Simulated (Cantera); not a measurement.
Cantera run:

```python
import numpy as np
import cantera as ct

gas_names = """
    CL CLO CL2 H HCL HOCL HO2 H2 H2O H2O2 O OH O2 O3 Si SiCL SiCL2 SiCL3 SiCL4 SiH SiHCL3 SiH2 SiH2CL2
    SiH3 SiH3CL SiH4 SiO SiO2 Si2 Si3
""".split()
cond_names = """
    H2O(s) H2O(L) Si(cr) Si(L) SiO2(Lqz) SiO2(hqz) SiO2(L)
""".split()


def load(file, names, dense=False):
    # The tables refer to 1 bar. Condensed volumes are neglected.
    table = {s.name: s for s in ct.Species.list_from_file(file)}
    out = []
    for n in names:
        d = dict(table[n].input_data)
        d["thermo"] = dict(d["thermo"], **{"reference-pressure": 1e5})
        if dense:
            d["equation-of-state"] = {"model": "constant-volume", "density": "1e6 g/cm^3"}
        out.append(ct.Species.from_dict(d))
    return out


gas = ct.Solution(thermo="ideal-gas", species=load("nasa_gas.yaml", gas_names))
cond = {s.name: ct.Solution(thermo="fixed-stoichiometry", species=[s], name=s.name)
        for s in load("nasa_condensed.yaml", cond_names, dense=True)}
atoms = {
    'SiH2Cl2': {'Si': 1, 'H': 2, 'CL': 2},
    'O3': {'O': 3},
    'H2': {'H': 2},
}
top_T = {}  # K; cautious upper limits of use, not melting points


def equilibrate(T, P, feed):
    n = {}
    for name, mol in feed.items():
        for a, k in atoms[name].items():
            n[a] = n.get(a, 0.0) + k * mol
    gas.TPX = T, P, n
    mass = sum(n.values()) * gas.mean_molecular_weight
    gas.equilibrate("TP")
    valid = [c for c in cond.values() if c.min_temp <= T <= top_T.get(c.name, c.max_temp)]
    mix = ct.Mixture([(gas, mass / gas.mean_molecular_weight)] + [(c, 0.0) for c in valid])
    mix.T, mix.P = T, P
    mix.equilibrate("TP", solver="vcs", rtol=1e-11, max_steps=5000)
    return mix


results = []
feed = {'SiH2Cl2': 1, 'O3': 0.061, 'H2': 0.25}  # mol
P = 1000  # Pa
for T in [1623, 1673, 1723, 1773, 1823, 1873, 1923, 1973, 2023, 2073, 2123]:
    mix = equilibrate(T, P, feed)
    results.append((T, P, feed, dict(zip(mix.species_names, mix.species_moles))))

top = {s: max(r[3][s] / sum(r[3][g] for g in gas_names) for r in results) for s in gas_names}
cols = sorted((s for s in top if top[s] > 1e-06), key=lambda s: -top[s])[:7]
seen = [c for c in cond_names if any(r[3].get(c, 0) > 1e-12 for r in results)]
print("log10 of partial pressures in bar; condensed amounts in mol")
print(f"{'T/K':>10s}" + "".join(f"{s[:9]:>10s}" for s in cols + seen))
for T, P, feed, n in results:
    ng = sum(n[g] for g in gas_names)
    print(f"{T:10.4g}" + "".join(f"{np.log10(max(n[s] / ng * P / 1e5, 1e-99)):10.3f}" for s in cols)
          + "".join(f"{n.get(c, 0):10.4g}" for c in seen))
```

Output:

```
log10 of partial pressures in bar; condensed amounts in mol
       T/K        H2     SiCL2       HCL       SiO         H        Si     SiCL3    Si(cr)     Si(L)
      1623    -2.375    -2.523    -2.721    -3.121    -5.348    -6.806    -3.976   0.06219         0
      1673    -2.376    -2.516    -2.724    -3.122    -5.131    -6.379    -4.088   0.05671         0
      1723    -2.378    -2.516    -2.716    -3.123    -4.928    -6.007    -4.186         0   0.05853
      1773    -2.383    -2.518    -2.704    -3.123    -4.737    -5.672    -4.275         0   0.06376
      1823    -2.387    -2.521    -2.692    -3.124    -4.557    -5.355    -4.360         0   0.06871
      1873    -2.391    -2.525    -2.682    -3.125    -4.386    -5.055    -4.442         0     0.073
      1923    -2.396    -2.530    -2.673    -3.126    -4.224    -4.770    -4.520         0   0.07607
      1973    -2.402    -2.535    -2.665    -3.128    -4.071    -4.501    -4.596         0   0.07709
      2023    -2.409    -2.543    -2.660    -3.131    -3.926    -4.245    -4.671         0   0.07475
      2073    -2.418    -2.552    -2.656    -3.135    -3.789    -4.001    -4.746         0   0.06702
      2123    -2.429    -2.564    -2.656    -3.140    -3.659    -3.770    -4.821         0   0.05069
```

Equilibrium computed with Cantera from the NASA thermochemical tables; the gas is ideal and each condensed phase is pure. The tables' values for SiCl3, SiCl are old estimates; treat these amounts as uncertain. Gases not in the tables: Si2H6 and higher silanes.
